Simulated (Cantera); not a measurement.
A perfectly stirred reactor is fed with C2H4 : H2 : N2 = 1 : 62 : 4.2 (molar parts), at 20.0 Torr; it is held at 1825 K, and followed from long to short residence time.

Cantera simulation using GRI-Mech 3.0 (53 species, 325 reactions); the numbers are that mechanism's predictions, not measurements. GRI-Mech 3.0 was tuned for natural gas; its chemistry of ethylene as a main component is partial and can be far from experiment. GRI-Mech 3.0 stops at C3 and has no aromatics, soot or wall deposition, so with more carbon than oxygen in the feed, carbon stays in small species such as C2H2 where larger ones or solid carbon would form. Radical loss at walls, strong at low pressure, is not modelled.

x: mole fraction; the columns are a selection and need not sum to one.

```
τ (s)    x C2H4   x H2     x CH2    x C2H6    x CH3     x C2H
------  -------  -----  --------  --------  -------  --------
1.6     1.57e-5  0.922   2.22e-9  1.41e-10  9.90e-7   2.69e-7
0.49    5.56e-5  0.923  3.94e-10  4.04e-10  2.47e-7   1.39e-7
0.15          …  0.923  2.78e-10         …        …         …
0.048   0.00129  0.924  4.73e-10   3.04e-9  1.64e-8   2.23e-8
0.015   0.00410  0.923  7.13e-10   5.59e-9  6.10e-9   8.45e-9
0.0046  0.00872  0.923  7.05e-10   7.13e-9  3.42e-9   2.25e-9
0.0014        …  0.923  3.77e-10         …        …  3.42e-10
```

### Question
Fill in the missing entries.

### Answer

- 0.15, x C2H4: 0.000299
- 0.15, x C2H6: 1.29e-9
- 0.15, x CH3: 5.88e-8
- 0.15, x C2H: 5.50e-8
- 0.0014, x C2H4: 0.0124
- 0.0014, x C2H6: 6.02e-9
- 0.0014, x CH3: 2.06e-9
